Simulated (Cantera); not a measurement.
What does this Cantera script print?

```python
import numpy as np
import cantera as ct

gas_names = """
    H2O OH VO2 H2
""".split()
cond_names = """
    V2O5(s) V2O5(L) V2O4(I) V2O4(II) V2O4(L) V(cr) V(L)
""".split()


# ... load() reads the species with a 1 bar reference pressure and builds the phases ...
species = {s.name: s for s in load("nasa_gas.yaml", gas_names) + load("nasa_condensed.yaml", cond_names)}
# Each term lists the table entries of one substance; the one whose range holds T is used.
reactions = {
    'V2O5 + H2O(g) = V2O4 + 2 OH(g)':
        [(-1, ['V2O5(s)', 'V2O5(L)']), (-1, ['H2O']), (1, ['V2O4(I)', 'V2O4(II)', 'V2O4(L)']), (2, ['OH'])],
    'VO2(g) + 2 H2(g) = V + 2 H2O(g)':
        [(-1, ['VO2']), (-2, ['H2']), (1, ['V(cr)', 'V(L)']), (2, ['H2O'])],
}


def pick(names, T):
    return next(species[n] for n in names if species[n].thermo.min_temp <= T <= species[n].thermo.max_temp)


results = []
for label, terms in reactions.items():
    print(label)
    print("     T/K   dH/kJ  dS/(J/K)   dG/kJ   log10 K")
    for T in [300, 2123, 2223, 2323, 2423, 2523, 2623, 2723, 2823]:
        used = [(nu, pick(names, T)) for nu, names in terms]
        dH = sum(nu * s.thermo.h(T) for nu, s in used) / 1e6
        dS = sum(nu * s.thermo.s(T) for nu, s in used) / 1e3
        dG = dH - T * dS / 1e3
        logK = -dG * 1e6 / (ct.gas_constant * T * np.log(10))
        results.append((label, T, dH, dS, dG, logK, [s.name for _, s in used]))
        print(f"{T:8g} {dH:8.1f} {dS:8.1f} {dG:8.1f} {logK:8.2f}")
```

Output:

```
V2O5 + H2O(g) = V2O4 + 2 OH(g)
     T/K   dH/kJ  dS/(J/K)   dG/kJ   log10 K
     300    444.0    151.7    398.5   -69.38
    2123    512.4    180.5    129.1    -3.18
    2223    516.4    182.4    110.9    -2.61
    2323    520.4    184.1     92.6    -2.08
    2423    524.4    185.8     74.1    -1.60
    2523    528.4    187.4     55.4    -1.15
    2623    532.4    189.0     36.6    -0.73
    2723    536.3    190.5     17.7    -0.34
    2823    540.3    191.9     -1.5     0.03
VO2(g) + 2 H2(g) = V + 2 H2O(g)
     T/K   dH/kJ  dS/(J/K)   dG/kJ   log10 K
     300   -251.0   -120.1   -215.0    37.43
    2123   -247.3   -126.1     20.4    -0.50
    2223   -222.2   -114.6     32.6    -0.77
    2323   -219.6   -113.5     44.0    -0.99
    2423   -217.0   -112.4     55.3    -1.19
    2523   -214.4   -111.3     66.5    -1.38
    2623   -211.8   -110.3     77.6    -1.54
    2723   -209.1   -109.3     88.6    -1.70
    2823   -206.3   -108.3     99.4    -1.84
```

Source: NASA polynomial tables (part measured, part estimated), evaluated in Cantera. Condensed species are held in their standard states even where they would react or evaporate.
